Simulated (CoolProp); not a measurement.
Vapour pressure (MPa) of normal hydrogen: the reference equation beside estimates from Tc = 33.1 K, pc = 1.296 MPa, ω = -0.219.

The numbers come from the reference Helmholtz-energy equation of state, Leachman 2009 in CoolProp.

```json
[
 {"T (K)": "25.7", "reference": "0.3710", "Lee-Kesler": "0.3709", "van der Waals": "0.4294", "Redlich-Kwong": "0.2542", "Peng-Robinson": "0.3840"},
 {"T (K)": "26.2", "reference": "0.4099", "Lee-Kesler": "0.4097", "van der Waals": "0.4701", "Redlich-Kwong": "0.2926", "Peng-Robinson": "0.4241"},
 {"T (K)": "26.8", "reference": "0.4602", "Lee-Kesler": "0.4599", "van der Waals": "0.5220", "Redlich-Kwong": "0.3438", "Peng-Robinson": "0.4758"},
 {"T (K)": "27.4", "reference": "0.5147", "Lee-Kesler": "0.5143", "van der Waals": "0.5774", "Redlich-Kwong": "0.4008", "Peng-Robinson": "0.5315"},
 {"T (K)": "27.9", "reference": "0.5635", "Lee-Kesler": "0.5630", "van der Waals": "0.6263", "Redlich-Kwong": "0.4530", "Peng-Robinson": "0.5811"},
 {"T (K)": "28.5", "reference": "0.6262", "Lee-Kesler": "0.6256", "van der Waals": "0.6882", "Redlich-Kwong": "0.5214", "Peng-Robinson": "0.6446"},
 {"T (K)": "29.1", "reference": "0.6936", "Lee-Kesler": "0.6931", "van der Waals": "0.7539", "Redlich-Kwong": "0.5966", "Peng-Robinson": "0.7126"},
 {"T (K)": "29.6", "reference": "0.7537", "Lee-Kesler": "0.7532", "van der Waals": "0.8114", "Redlich-Kwong": "0.6644", "Peng-Robinson": "0.7727"},
 {"T (K)": "30.2", "reference": "0.8305", "Lee-Kesler": "0.8302", "van der Waals": "0.8839", "Redlich-Kwong": "0.7524", "Peng-Robinson": "0.8491"},
 {"T (K)": "30.8", "reference": "0.9129", "Lee-Kesler": "0.9128", "van der Waals": "0.9603", "Redlich-Kwong": "0.8479", "Peng-Robinson": "0.9303"},
 {"T (K)": "31.4", "reference": "1.001", "Lee-Kesler": "1.001", "van der Waals": "1.041", "Redlich-Kwong": "0.9509", "Peng-Robinson": "1.016"},
 {"T (K)": "31.9", "reference": "1.079", "Lee-Kesler": "1.080", "van der Waals": "1.110", "Redlich-Kwong": "1.043", "Peng-Robinson": "1.092"},
 {"T (K)": "32.5", "reference": "1.180", "Lee-Kesler": "1.181", "van der Waals": "1.198", "Redlich-Kwong": "1.161", "Peng-Robinson": "1.188"}
]
```

Absolute difference from the reference over all 13 rows, mean and median: Lee-Kesler 0.1 and 0.1 %, van der Waals 8.7 and 8.7 %, Redlich-Kwong 15.1 and 14.0 %, Peng-Robinson 2.5 and 2.7 %.
